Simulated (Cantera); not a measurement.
**Ammonia decomposition in nitride growth gas**

A perfectly stirred reactor is fed with NH3 : N2 = 1 : 0.44 (molar parts), at 24.8 Torr; it is held at 2275 K, and followed from long to short residence time.

Computed with Cantera and the gas-phase N/H chemistry of the illustrative SiF4/NH3 mechanism in the Surface Chemkin manual (1991). Walls and surfaces, which speed up NH3 decomposition in real reactors, are not modelled.

```json
[
 {"τ (s)": "0.35", "x NH3": "0.0859", "x H": "0.00162", "x N2": "0.375", "x N2H2": "1.54e-6", "x N2H4": "1.43e-9"},
 {"τ (s)": "0.18", "x NH3": "0.149", "x H": "0.00123", "x N2": "0.368", "x N2H2": "2.90e-6", "x N2H4": "3.07e-9"},
 {"τ (s)": "0.090", "x NH3": "0.243", "x H": "0.000879", "x N2": "0.357", "x N2H2": "5.23e-6", "x N2H4": "6.15e-9"},
 {"τ (s)": "0.045", "x NH3": "0.360", "x H": "0.000590", "x N2": "0.343", "x N2H2": "8.51e-6", "x N2H4": "1.09e-8"},
 {"τ (s)": "0.023", "x NH3": "0.471", "x H": "0.000374", "x N2": "0.330", "x N2H2": "1.21e-5", "x N2H4": "1.67e-8"},
 {"τ (s)": "0.012", "x NH3": "0.558", "x H": "0.000228", "x N2": "0.320", "x N2H2": "1.51e-5", "x N2H4": "2.28e-8"},
 {"τ (s)": "0.0059", "x NH3": "0.621", "x H": "0.000125", "x N2": "0.313", "x N2H2": "1.69e-5", "x N2H4": "2.88e-8"},
 {"τ (s)": "0.0030", "x NH3": "0.657", "x H": "6.66e-5", "x N2": "0.309", "x N2H2": "1.66e-5", "x N2H4": "3.17e-8"},
 {"τ (s)": "0.0015", "x NH3": "0.676", "x H": "3.24e-5", "x N2": "0.306", "x N2H2": "1.39e-5", "x N2H4": "2.94e-8"},
 {"τ (s)": "0.00077", "x NH3": "0.686", "x H": "1.52e-5", "x N2": "0.306", "x N2H2": "9.25e-6", "x N2H4": "2.11e-8"},
 {"τ (s)": "0.00039", "x NH3": "0.690", "x H": "7.42e-6", "x N2": "0.305", "x N2H2": "4.17e-6", "x N2H4": "1.03e-8"}
]
```
x: mole fraction; the columns are a selection and need not sum to one.
